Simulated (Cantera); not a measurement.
**Si + F2 + H2 (silicon etching in halogen gases)**

A closed system holds: 1 mol Si, 7.3 mol F2, 0.23 mol H2, equilibrated at 4.73 Torr.

Cantera equilibrium calculation (NASA polynomials, part measured and part estimated; ideal gas, pure solids and liquids). Candidate condensed phases: Si; 25 gas species. The numbers say what is thermodynamically allowed, not how fast it happens.

From 577 °C to 1327 °C nothing is condensed. The main Si-bearing gas is SiF4 throughout.

```csv
T (°C),x F,x F2,x SiF4,x HF
577,0.171,0.625,0.140,0.0644
652,0.371,0.447,0.125,0.0574
727,0.605,0.239,0.107,0.0491
802,0.766,0.0961,0.0945,0.0435
877,0.836,0.0342,0.0892,0.0410
952,0.860,0.0125,0.0873,0.0402
1027,0.869,0.00499,0.0866,0.0399
1102,0.872,0.00217,0.0864,0.0397
1177,0.873,0.00102,0.0863,0.0397
1252,0.874,0.000519,0.0863,0.0397
1327,0.874,0.000280,0.0862,0.0397
```
x: gas mole fraction; nothing condenses.
